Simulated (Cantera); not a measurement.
A Cantera script and its output.

```python
import numpy as np
import cantera as ct

gas = ct.Solution("gri30.yaml")
gas.TPX = 1375, 46000, {'N2O': 1}
inlet = ct.Reservoir(gas, clone=True)

reactor = ct.IdealGasConstPressureReactor(gas, energy="off", clone=False)
exhaust = ct.Reservoir(gas, clone=True)
tau = [6.7, 2.6, 0.99, 0.38, 0.15, 0.056, 0.021, 0.0082][0]
for a, b in ((inlet, reactor), (reactor, exhaust)):
    ct.MassFlowController(a, b, mdot=lambda t: reactor.mass / tau)
net = ct.ReactorNet([reactor])
show = ['N2O', 'N2', 'NO', 'O2', 'NO2', 'O']

rows = []
print(f"{'tau/s':>10s}{'T/K':>9s}" + "".join(f"{s:>11s}" for s in show))
for tau in [6.7, 2.6, 0.99, 0.38, 0.15, 0.056, 0.021, 0.0082]:
    net.initial_time = 0.0
    net.advance(30 * tau)
    before = gas.X
    net.advance(40 * tau)
    drift = np.max(np.abs(gas.X - before) / (gas.X + 1e-9))
    rows.append([gas.T, *gas[show].X, drift])
    print(f"{tau:10.3e}{gas.T:9.1f}" + "".join(f"{x:11.3e}" for x in gas[show].X))
```

Output:

```
     tau/s      T/K        N2O         N2         NO         O2        NO2          O
 6.700e+00   1375.0  2.900e-02  6.170e-01  6.049e-02  2.932e-01  2.472e-04  6.411e-06
 2.600e+00   1375.0  6.513e-02  5.859e-01  7.449e-02  2.741e-01  2.955e-04  9.052e-06
 9.900e-01   1375.0  1.416e-01  5.310e-01  8.246e-02  2.446e-01  3.199e-04  1.210e-05
 3.800e-01   1375.0  2.827e-01  4.393e-01  7.778e-02  2.000e-01  2.957e-04  1.489e-05
 1.500e-01   1375.0  4.856e-01  3.131e-01  5.962e-02  1.415e-01  2.211e-04  1.683e-05
 5.600e-02   1375.0  7.102e-01  1.758e-01  3.476e-02  7.912e-02  1.234e-04  1.797e-05
 2.100e-02   1375.0  8.657e-01  8.136e-02  1.634e-02  3.655e-02  5.304e-05  1.847e-05
 8.200e-03   1375.0  9.426e-01  3.475e-02  7.021e-03  1.559e-02  1.896e-05  1.866e-05
```

Detailed kinetics in Cantera: GRI-Mech 3.0 (53 species, 325 reactions). GRI-Mech 3.0 was tuned for natural gas; its chemistry of N2O as a main component is partial and can be far from experiment. The mechanism lacks the step 2 NO + O2 → 2 NO2, which can matter for NO2 below about 1400 K. The temperature is held fixed by assumption; the heat of reaction is taken as removed at once.
